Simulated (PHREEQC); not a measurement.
0.024 g of hydrous ferric oxide (600 m²/g; 0.2 weak and 0.005 strong sites per Fe, Dzombak-Morel constants, diffuse double layer) in 1 kg of water with 0.3 mol/kgw of an inert sodium salt and 0.076 mmol/kgw H3BO3, at 25 °C; the pH is set by adding NaOH or the inert anion's acid. O2 is buffered at 0.21 atm. CO2 from the air is kept out. Nothing may precipitate in this run.

Equilibrium calculation in PHREEQC: ion-association model, wateq4f.dat.

| pH | B sorbed (%) | surface charge σ (C/m²) | surface potential ψ (mV) |
|---|---|---|---|
| 3 | 0.0 | 0.368 | 126 |
| 3.5 | 0.0 | 0.363 | 125 |
| 4 | 0.0 | … | 123 |
| 4.5 | 0.0 | 0.318 | 118 |
| 5 | 0.0 | 0.269 | 110 |
| 5.5 | 0.0 | 0.210 | 98 |
| 6 | 0.0 | … | 83 |
| 6.5 | 0.0 | 0.106 | 65 |
| 7 | 0.0 | 0.066 | 46 |
| 7.5 | 0.0 | 0.034 | 26 |
| 8 | 0.0 | … | 5 |
| 8.5 | 0.0 | -0.021 | -17 |
| 9 | 0.0 | -0.051 | -38 |

Problem. Complete the blanks.

Solution. 
- 4, surface charge σ (C/m²): 0.349
- 6, surface charge σ (C/m²): 0.154
- 8, surface charge σ (C/m²): 0.006

The oxide is taken as insoluble; below pH 4 it would dissolve.
